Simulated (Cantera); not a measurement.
Input: 1 mol Fe₂O₃, 0.34 mol Cl₂, 0.048 mol N₂, equilibrated at 1200 °C.

Method: chemical equilibrium by Gibbs-energy minimisation in Cantera with the NASA 1993 tables (ideal gas, pure condensed phases). Candidate condensed phases: Fe, FeCl₂, FeCl₃, FeO, Fe₂O₃, Fe₃O₄; 19 gas species. The numbers say what is thermodynamically allowed, not how fast it happens.

Problem. What share of the Fe ends up in condensed phases as a function of P (Pa), at 1000, 2400, 5600, 13000, 32000, 75000, 180000, 420000, 1000000?

Solution. 
```json
[
 {"P (Pa)": "1000", "Fe condensed (%)": "85.7", "as": "Fe₂O₃(s)"},
 {"P (Pa)": "2400", "Fe condensed (%)": "86.4", "as": "Fe₂O₃(s)"},
 {"P (Pa)": "5600", "Fe condensed (%)": "87.5", "as": "Fe₂O₃(s)"},
 {"P (Pa)": "13000", "Fe condensed (%)": "88.8", "as": "Fe₂O₃(s)"},
 {"P (Pa)": "32000", "Fe condensed (%)": "90.1", "as": "Fe₂O₃(s)"},
 {"P (Pa)": "75000", "Fe condensed (%)": "91.1", "as": "Fe₂O₃(s)"},
 {"P (Pa)": "180000", "Fe condensed (%)": "92.0", "as": "Fe₂O₃(s)"},
 {"P (Pa)": "420000", "Fe condensed (%)": "92.7", "as": "Fe₂O₃(s)"},
 {"P (Pa)": "1000000", "Fe condensed (%)": "93.2", "as": "Fe₂O₃(s)"}
]
```
